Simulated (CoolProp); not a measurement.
A closed Brayton cycle with carbon dioxide: compressor inlet 327.15 K and 8.5 MPa, high pressure 23.2 MPa, turbine inlet 895 K, compressor efficiency 0.8, turbine efficiency 0.93, recuperator effectiveness 0.8 (on enthalpy, no pinch check). Each further row changes one setting.

The numbers come from the reference Helmholtz-energy equation of state, Span 1996 in CoolProp.

```tsv
case	thermal efficiency (%)	net work (kJ/kg)	compressor to turbine work	compressor exit (K)	turbine exit (K)
as stated	30.6	93.3	0.37	413.2	764.8
turbine inlet 845 K	29.5	___	0.40	413.2	719.5
compressor inlet 337.15 K	29.6	86.4	0.42	429.8	764.8
high pressure 19.7 MPa	___	81.2	0.36	398.7	785.4
recuperator effectiveness 0.5	___	93.3	0.37	413.2	764.8
```

Q: Some entries are withheld; supply them.

A: 
- turbine inlet 845 K, net work (kJ/kg): 84.1
- high pressure 19.7 MPa, thermal efficiency (%): 28.6
- recuperator effectiveness 0.5, thermal efficiency (%): 21.8
